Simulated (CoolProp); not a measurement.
Vapour-liquid equilibrium of benzene (1) + n-heptane (2) at 0.0148 MPa; x and y are mole fractions of (1).

The numbers come from the multi-fluid Helmholtz-energy mixture model, Thol 2012 and Span 2003; pair parameters Bell 2016 in CoolProp.

```csv
x,bubble temperature (°C),y at the bubble point,dew temperature at overall composition x (°C),liquid density (mol/L)
0.05,42.3,0.125,43.4,6.772
0.2,37.5,?,41.0,7.263
0.35,34.1,?,38.4,7.803
0.5,31.8,0.684,35.5,?
0.65,?,0.772,?,9.090
0.8,29.2,?,29.8,9.877
0.95,28.5,0.957,28.5,10.80
```

Complete the blanks.


- 0.2, y at the bubble point: 0.399
- 0.35, y at the bubble point: 0.570
- 0.5, liquid density (mol/L): 8.405
- 0.65, bubble temperature (°C): 30.2
- 0.65, dew temperature at overall composition x (°C): 32.5
- 0.8, y at the bubble point: 0.855

No azeotrope shows between x = 0.05 and 0.95.

Pair parameters are fitted to limited data, so mixtures are less certain than the pure fluids.
